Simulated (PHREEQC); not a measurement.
# Acid rinse or clean

A solution holds 13 mmol/kgw HNO3, 0.066 mmol/kgw NaCl and 0.049 mmol/kgw KCl, at 25 °C. Closed to the air; pH follows from the charge balance.

Equilibrium calculation in PHREEQC: ion-association model, phreeqc.dat.

The pH comes out as 1.93, the ionic strength comes out as 0.0131 mol/kgw and the specific conductance is 5070 µS/cm. The total alkalinity is -13.0 meq/kg.

| species | molality | activity | log γ |
|---|---|---|---|
| H+ | 0.0130 | 0.0118 | -0.044 |
| NO3- | 0.0130 | 0.0115 | -0.052 |
| Cl- | 0.000115 | 0.000102 | -0.051 |
| Na+ | 6.60e-5 | 5.89e-5 | -0.050 |
| K+ | 4.90e-5 | 4.35e-5 | -0.051 |

No solid was allowed to form.
